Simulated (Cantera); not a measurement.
SiHCl₃ + Cl₂ + N₂ (silicon epitaxy and polysilicon growth)

A closed system holds: 1 mol SiHCl₃, 0.1 mol Cl₂, 22 mol N₂, at 133 Pa.

Equilibrium computed with Cantera from the NASA thermochemical tables; the gas is ideal and each condensed phase is pure. Candidate condensed phases: NH₄Cl, Si, Si₃N₄; 28 gas species. N₂ is the only nitrogen source here; it is nearly inert below about 1500 K, so the nitride shown seldom forms there in practice. The tables' values for SiCl₃ are old estimates; treat these amounts as uncertain. Rates play no part.

```
T (K)  log p N₂  log p HCl  log p SiCl₂  log p SiCl₄  n Si₃N₄(s)
-----  --------  ---------  -----------  -----------  ----------
1048      -2.90      -4.28        -7.30        -4.49       0.143
1098      -2.90      -4.28        -6.67        -4.50       0.142
1148      -2.90      -4.27        -6.09        -4.51       0.140
1198      -2.91      -4.27        -5.58        -4.54       0.132
1248      -2.91      -4.28        -5.12        -4.61       0.115
1298      -2.91      -4.28        -4.74        -4.75      0.0798
1348      -2.91      -4.29        -4.47        -5.04      0.0295
1398      -2.91      -4.30        -4.36        -5.33           0
```
log p: log10 of the partial pressure in bar; n: condensed amount in mol.

From 1048 K to 1348 K the condensed part is Si₃N₄(s). At 1398 K nothing is condensed. The main Si-bearing gas is SiCl₄ at 1048 K and SiCl₂ at 1398 K. The share of Si in condensed phases is highest at 1048 K (42.8 %) and lowest at 1398 K (0.0 %).
